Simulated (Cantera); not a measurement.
## Premixed flame

A freely propagating, adiabatic, planar premixed flame of H2 : O2 : N2 = 1 : 0.217 : 0.565 (molar parts), equivalence ratio 2.3, unburnt at 500 K and 10.0 bar; mixture-averaged transport, grid criteria slope 0.08 and curve 0.16, no radiation.

Cantera simulation using the H2/O2 subset of GRI-Mech 3.0, which has no nitrogen chemistry; the numbers are that mechanism's predictions, not measurements. The hydrogen kinetics of GRI-Mech 3.0 are dated; newer H2 mechanisms differ, most at raised pressure. Burning velocities carry a grid error of a few per cent, more on coarse grids.

| z (mm) | T (K) | u (m/s) | x H2 | x O2 | x O | x HO2 | x H2O2 | x H2O |
|---|---|---|---|---|---|---|---|---|
| -0.0671 | 500 | 7.68 | 0.561 | 0.122 | <1e-8 | <1e-8 | <1e-8 | <1e-8 |
| -0.0447 | 500 | 7.68 | 0.561 | 0.122 | <1e-8 | <1e-8 | <1e-8 | 6.65e-8 |
| -0.0335 | 500 | 7.68 | 0.561 | 0.122 | <1e-8 | 1.50e-7 | <1e-8 | 1.10e-6 |
| -0.0224 | 503 | 7.71 | 0.560 | 0.122 | 8.42e-8 | 3.70e-6 | 1.36e-7 | 2.16e-5 |
| -0.0112 | 598 | 8.94 | 0.546 | 0.124 | 1.27e-5 | 0.000815 | 3.26e-5 | 0.00362 |
| -0.00559 | 949 | 13.6 | 0.505 | 0.114 | 0.000241 | 0.00133 | 0.000111 | 0.0364 |
| 0 | 1387 | 19.4 | 0.441 | 0.0828 | 0.00117 | 0.000625 | 4.48e-5 | 0.107 |
| 0.00559 | 1694 | 23.5 | 0.383 | 0.0435 | 0.00163 | 0.000291 | 6.68e-6 | 0.183 |
| 0.0112 | 1863 | 25.8 | 0.350 | 0.0184 | 0.00117 | 0.000118 | 3.34e-6 | 0.231 |
| 0.0224 | 2008 | 27.7 | 0.333 | 0.00312 | 0.000507 | 1.88e-5 | 1.19e-6 | 0.261 |
| 0.0447 | 2116 | 29.0 | 0.337 | 0.000258 | 0.000250 | 1.70e-6 | 3.86e-7 | 0.269 |
| 0.0895 | 2203 | 30.0 | 0.344 | 4.69e-5 | 0.000118 | 4.35e-7 | 1.78e-7 | 0.272 |
| 0.179 | 2267 | 30.7 | 0.350 | 1.74e-5 | 4.59e-5 | 1.59e-7 | 8.14e-8 | 0.275 |
x: mole fraction of selected species; z is measured from the peak of heat release.

| Quantity | Result |
|---|---|
| laminar burning velocity | 768 cm/s |
| thermal thickness | 0.0224 mm |
| peak x(O) | 0.00164 |
| peak x(HO2) | 0.00159 |
| peak x(H2O2) | 0.000111 |
| grid points | 114 |
